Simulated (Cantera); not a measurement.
Input (Python, Cantera):

```python
import numpy as np
import cantera as ct

surf = ct.Interface("ptcombust.yaml", "Pt_surf")
gas = surf.adjacent["gas"]
gas.TPX = 573, 101325, {'CO': 0.01, 'O2': 0.033, 'N2': 0.79, 'H2O': 0.0065}
surf.TP = 573, 101325
reactor = ct.FlowReactor(gas, clone=False)
reactor.area = 0.0001  # m2
reactor.surface_area_to_volume_ratio = 7200  # 1/m
reactor.mass_flow_rate = 1.1 * reactor.area * gas.density  # inlet velocity 1.1 m/s
reactor.energy_enabled = False
wall = ct.ReactorSurface(surf, reactor, clone=False)
net = ct.ReactorNet([reactor])
net.rtol, net.atol = 1e-8, 1e-16
show, cover = ['CO', 'O2', 'H2O', 'CO2'], ['PT(S)', 'H(S)', 'O(S)', 'OH(S)', 'CO(S)', 'C(S)']

rows = []
print(f"{'z/m':>9s}{'u/(m/s)':>9s}" + "".join(f"{s:>13s}" for s in show + cover))
for z in [0.0001, 0.0002, 0.00038, 0.00073, 0.0014, 0.0027, 0.0053, 0.01]:
    net.advance(z)
    rows.append([reactor.speed, *gas[show].X, *surf[cover].coverages])
    print(f"{z:9.4g}{rows[-1][0]:9.3g}" + "".join(f"{x:13.4e}" for x in rows[-1][1:]))
```

It prints:

```
      z/m  u/(m/s)           CO           O2          H2O          CO2        PT(S)         H(S)         O(S)        OH(S)        CO(S)         C(S)
   0.0001      1.1   1.1904e-02   3.9305e-02   7.7427e-03   7.9961e-06   4.1451e-03   2.8324e-10   3.6053e-03   1.9103e-04   9.9206e-01   2.7578e-15
   0.0002      1.1   1.1896e-02   3.9301e-02   7.7428e-03   1.5998e-05   4.1468e-03   2.8331e-10   3.6079e-03   1.9114e-04   9.9205e-01   2.7569e-15
  0.00038      1.1   1.1882e-02   3.9295e-02   7.7428e-03   3.0416e-05   4.1498e-03   2.8344e-10   3.6126e-03   1.9134e-04   9.9204e-01   2.7553e-15
  0.00073      1.1   1.1854e-02   3.9281e-02   7.7429e-03   5.8506e-05   4.1558e-03   2.8369e-10   3.6218e-03   1.9172e-04   9.9203e-01   2.7522e-15
   0.0014      1.1   1.1800e-02   3.9255e-02   7.7431e-03   1.1248e-04   4.1673e-03   2.8418e-10   3.6397e-03   1.9246e-04   9.9200e-01   2.7462e-15
   0.0027      1.1   1.1695e-02   3.9204e-02   7.7435e-03   2.1797e-04   4.1902e-03   2.8514e-10   3.6751e-03   1.9393e-04   9.9194e-01   2.7345e-15
   0.0053      1.1   1.1482e-02   3.9102e-02   7.7444e-03   4.3213e-04   4.2377e-03   2.8712e-10   3.7496e-03   1.9701e-04   9.9181e-01   2.7102e-15
     0.01      1.1   1.1086e-02   3.8910e-02   7.7459e-03   8.3081e-04   4.3307e-03   2.9096e-10   3.8978e-03   2.0308e-04   9.9157e-01   2.6637e-15
```

Model: Deutschmann's 1995 Pt surface mechanism with GRI-Mech 3.0 gas chemistry, integrated in Cantera. Catalytic surfaces can have several steady states; this one follows from the mechanism file's or the stated starting coverage. Mass transfer to the wall is taken as infinitely fast.
